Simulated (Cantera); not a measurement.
Feed: 1 mol SiH4, 0.27 mol N2O, 0.37 mol H2, at 927 °C and 13300 Pa.

Equilibrium computed with Cantera from the NASA thermochemical tables; the gas is ideal and each condensed phase is pure. Candidate condensed phases: H2O, Si, SiO2, Si2N2O, Si3N4; 35 gas species. Mutual solubility and eutectic melting of coexisting phases are not modelled. Equilibrium is a limit: real reactors are often held back by kinetics, nucleation or transport.

**Question.** What is the equilibrium state?

**Answer.** 
| Item | Value |
|---|---|
| x(H2) | 1.000 |
| n(Si(s)) | 0.460 mol |
| n(Si2N2O(s)) | 0.270 mol |
| gas amount | 2.370 mol |
